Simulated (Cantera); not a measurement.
A perfectly stirred reactor is fed with C2H6 : O2 : N2 : H2O = 1 : 6.6 : 24.8 : 4.5 (molar parts), at 0.210 bar; it is adiabatic with a 375 K inlet, and is followed from long to short residence time, starting on the burning branch (τ in s: 0.13, 0.055, 0.023, 0.0094, 0.0039, 0.0016, 0.00067, 0.00028, 0.00012, 4.8e-05).

Cantera simulation using GRI-Mech 3.0 (53 species, 325 reactions); the numbers are that mechanism's predictions, not measurements.

Task: What does this change do: inlet temperature 375 to 800 K?

Result: 
```csv
quantity,before,after
"blow-out, bracketed by the residence times tried","burning at 3.90 ms, out at 1.60 ms","burning at 0.670 ms, out at 0.280 ms"
x(C2H6) at τ = 0.130 s,5.30e-6,1.34e-6
x(O2) at τ = 0.130 s,0.0830,0.0824
x(H2O) at τ = 0.130 s,0.199,0.198
x(CH2) at τ = 0.130 s,4.03e-8,4.65e-8
x(CH2CO) at τ = 0.130 s,5.55e-6,1.72e-6
x(C2H6) at τ = 1.60 ms,0.0271,4.20e-5
x(O2) at τ = 1.60 ms,0.179,0.0866
x(H2O) at τ = 1.60 ms,0.122,0.188
x(CH2) at τ = 1.60 ms,<1e-12,1.60e-6
x(CH2CO) at τ = 1.60 ms,<1e-12,1.88e-5
```
